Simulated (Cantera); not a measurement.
A diamond (100) surface in a fixed gas of H2 with x(CH4) = 0.0048, x(H) = 0.0022, x(CH3) = 0.00041, 15.0 Torr; coverages are run to steady state.

Computed with Cantera and the Harris–Goodwin 1993 mechanism for the reconstructed diamond (100) surface.

One state of this run: growth (µm/h) = 0.827; θ c6HH = 0.380; θ c6H* = 0.0531; θ c6*H = 0.523; θ c6** = 0.0411; θ c6HM = 0.000126. θ: site fractions in the mechanism's names (c6HH fully hydrogenated, c6H* and c6*H radical sites, c6** diradical, c6HM methylated).

Which value of T (K) does it belong to?
(A) 1350
(B) 1125
(C) 975
(D) 900

A, 1350
